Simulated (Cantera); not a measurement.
Input: 1 mol Si, 1.6 mol HCl, 6.2 mol N2, held at 71.0 mbar.

Method: chemical equilibrium by Gibbs-energy minimisation in Cantera with the NASA 1993 tables (ideal gas, pure condensed phases). Candidate condensed phases: NH4Cl, Si, Si3N4; 28 gas species. The tables' values for SiCl3, SiCl are old estimates; treat these amounts as uncertain. The numbers say what is thermodynamically allowed, not how fast it happens. All values below are at 1700 K.

Base state: N2 0.786, HCl 0.0967, H2 0.0598, SiCl2 0.0516, SiCl3 0.00438, SiCl4 0.000732, Cl 0.000170, H 0.000135 (mole fractions); condensed: Si3N4(s).

### Question
What changes in the equilibrium state with this change: HCl from 1.6 to 3 mol?

### Answer
```tsv
species	before	after
N2	0.786	0.673
HCl	0.0967	0.143
H2	0.0598	0.0945
SiCl2	0.0516	0.0793
SiHCl3	8.75e-5	0.000199
SiCl4	0.000732	0.00156
SiCl3	0.00438	0.00792
Si3N4(s), mol	0.193	0.0657
```

### Question
What changes in the equilibrium state with this change: pressure from 71.0 mbar to 3.00 Pa?

### Answer
```csv
species,before,after
N2,0.786,0.771
SiCl2,0.0516,0.0764
H2,0.0598,0.0757
HCl,0.0967,0.0402
Si,8.80e-7,0.0226
Si2,<1e-9,9.92e-5
Si3,<1e-9,2.50e-5
SiCl4,0.000732,6.23e-8
"Si3N4(s), mol",0.193,0
"Si(l), mol",0,0.175
```
The tables' values for SiCl, SiN, SiCl3 are old estimates; treat these amounts as uncertain.
